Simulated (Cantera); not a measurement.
A freely propagating, adiabatic, planar premixed flame of H2 : O2 : N2 : H2O = 1 : 0.192 : 0.723 : 0.072 (molar parts), equivalence ratio 2.6, unburnt at 450 K and 18000 Pa; mixture-averaged transport, grid criteria slope 0.08 and curve 0.16, no radiation.

Detailed kinetics in Cantera: the H2/O2 subset of GRI-Mech 3.0, which has no nitrogen chemistry. Burning velocities carry a grid error of a few per cent, more on coarse grids.

### Question
What does this change do: inlet temperature 450 to 375 K?

### Answer
```json
[
 {"quantity": "laminar burning velocity", "before": "403 cm/s", "after": "299 cm/s"},
 {"quantity": "thermal thickness", "before": "3.86 mm", "after": "3.57 mm"},
 {"quantity": "peak x(HO2)", "before": "0.000105", "after": "0.000133"},
 {"quantity": "peak x(O)", "before": "0.00216", "after": "0.00189"},
 {"quantity": "peak x(H2O2)", "before": "7.31e-6", "after": "2.01e-5"}
]
```

### Question
What does this change do: H2 1 to 0.78 parts?

### Answer
```json
[
 {"quantity": "laminar burning velocity", "before": "403 cm/s", "after": "437 cm/s"},
 {"quantity": "thermal thickness", "before": "3.86 mm", "after": "3.69 mm"},
 {"quantity": "peak x(HO2)", "before": "0.000105", "after": "0.000118"},
 {"quantity": "peak x(O)", "before": "0.00216", "after": "0.00378"},
 {"quantity": "peak x(H2O2)", "before": "7.31e-6", "after": "9.02e-6"}
]
```
